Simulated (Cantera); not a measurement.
Source: NASA polynomial tables (part measured, part estimated), evaluated in Cantera. Values are per mole of reaction as written; species without (g) are pure solids or liquids, kept so even where they would boil at 1 bar.

0.8 V + O₂(g) = 0.4 V₂O₅

| T (K) | ΔH° (kJ) | ΔS° (J/K) | ΔG° (kJ) | log10 K | condensed phases |
|---|---|---|---|---|---|
| 1325 | ? | ? | ? | ? | V(s), V₂O₅(l) |
| 1525 | ? | ? | ? | ? | V(s), V₂O₅(l) |
| 1725 | -575.8 | -127.2 | -356.3 | 10.79 | V(s), V₂O₅(l) |
| 1925 | -574.2 | -126.4 | -331.0 | 8.98 | V(s), V₂O₅(l) |
| 2125 | -573.2 | -125.8 | -305.8 | 7.52 | V(s), V₂O₅(l) |
| 2325 | ? | ? | ? | ? | V(l), V₂O₅(l) |
| 2525 | -591.0 | -134.0 | -252.7 | 5.23 | V(l), V₂O₅(l) |
| 2725 | -591.0 | -134.0 | -225.9 | 4.33 | V(l), V₂O₅(l) |
| 2925 | ? | ? | ? | ? | V(l), V₂O₅(l) |

Problem. Some entries are withheld; supply them.

Solution. 
- 1325, ΔH° (kJ): -580.5
- 1325, ΔS° (J/K): -130.4
- 1325, ΔG° (kJ): -407.8
- 1325, log10 K: 16.08
- 1525, ΔH° (kJ): -577.9
- 1525, ΔS° (J/K): -128.5
- 1525, ΔG° (kJ): -381.9
- 1525, log10 K: 13.08
- 2325, ΔH° (kJ): -591.1
- 2325, ΔS° (J/K): -134.0
- 2325, ΔG° (kJ): -279.5
- 2325, log10 K: 6.28
- 2925, ΔH° (kJ): -591.0
- 2925, ΔS° (J/K): -134.0
- 2925, ΔG° (kJ): -199.1
- 2925, log10 K: 3.56
